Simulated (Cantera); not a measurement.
Input: 1 mol Al, 4.7 mol Cl2, 25 mol H2, held at 13.3 mbar.

Equilibrium computed with Cantera from the NASA thermochemical tables; the gas is ideal and each condensed phase is pure. Candidate condensed phases: Al, AlCl3; 12 gas species. The numbers say what is thermodynamically allowed, not how fast it happens. All values below are at 823 K.

Base state: H2 0.747, HCl 0.219, AlCl3 0.0342, Al2Cl6 3.17e-5 (mole fractions); condensed: gas only.

**Question.** What changes in the equilibrium state with this change: Cl2 from 4.7 to 1.4 mol?

**Answer.** 
```json
[
 {"species": "H2", "before": "0.747", "after": "0.963"},
 {"species": "AlCl3", "before": "0.0342", "after": "0.0355"},
 {"species": "AlCl", "before": "<1e-9", "after": "0.000939"},
 {"species": "HCl", "before": "0.219", "after": "4.35e-6"},
 {"species": "AlCl2", "before": "3.23e-9", "after": "0.000192"},
 {"species": "Al2Cl6", "before": "3.17e-5", "after": "3.41e-5"},
 {"species": "Al(s), mol", "before": "0", "after": "0.0488"}
]
```
The tables' values for AlCl2 are old estimates; treat these amounts as uncertain.
